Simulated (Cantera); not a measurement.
## Adiabatic ignition

An adiabatic, constant-volume homogeneous reactor starts with CH4 : CO : O2 : N2 = 1 : 0.21 : 1.4 : 5.28 (molar parts), at 1625 K and 1000000 Pa.

Cantera simulation using GRI-Mech 3.0 (53 species, 325 reactions); the numbers are that mechanism's predictions, not measurements. Above 3000 K some thermodynamic fits are extrapolated.

```csv
t (s),T (K),P (bar),x CH4,x CO,x O2,x O,x HCO,x H2
7.00e-6,1625,10.0,0.127,0.0266,0.177,1.68e-7,2.77e-9,2.76e-5
1.62e-5,1627,10.0,0.126,0.0266,0.177,3.76e-7,2.72e-8,0.000140
3.74e-5,1643,10.1,0.122,0.0269,0.175,9.13e-7,2.39e-7,0.000946
8.64e-5,3161,21.3,3.08e-11,0.106,0.00159,0.00166,2.05e-6,0.0634
0.000200,3152,21.3,3.28e-11,0.107,0.00146,0.00155,2.04e-6,0.0643
0.000461,3152,21.3,3.28e-11,0.107,0.00146,0.00155,2.04e-6,0.0643
0.00107,3152,21.3,3.28e-11,0.107,0.00146,0.00155,2.04e-6,0.0643
0.00246,3152,21.3,3.28e-11,0.107,0.00146,0.00155,2.04e-6,0.0643
0.00569,3152,21.3,3.28e-11,0.107,0.00146,0.00155,2.04e-6,0.0643
0.0131,3152,21.3,3.28e-11,0.107,0.00146,0.00155,2.04e-6,0.0643
0.0304,3152,21.3,3.28e-11,0.107,0.00146,0.00155,2.04e-6,0.0643
0.0702,3152,21.3,3.28e-11,0.107,0.00146,0.00155,2.04e-6,0.0643
0.162,3152,21.3,3.28e-11,0.107,0.00146,0.00155,2.04e-6,0.0643
0.375,3152,21.3,3.28e-11,0.107,0.00146,0.00155,2.04e-6,0.0643
0.866,3152,21.3,3.28e-11,0.107,0.00146,0.00155,2.04e-6,0.0643
2.00,3152,21.3,3.28e-11,0.107,0.00146,0.00155,2.04e-6,0.0643
```
x: mole fraction; the columns are a selection and need not sum to one.

| Quantity | Value |
|---|---|
| time of steepest temperature rise | 69.6 µs |
| temperature at 2.00 s | 3152 K |
| equilibrium temperature | 3152 K |
| x(CH4) at 2.00 s | 3.28e-11 (gas-phase equilibrium 3.79e-11) |
| x(CO) at 2.00 s | 0.107 (gas-phase equilibrium 0.107) |
| x(O2) at 2.00 s | 0.00146 (gas-phase equilibrium 0.00146) |
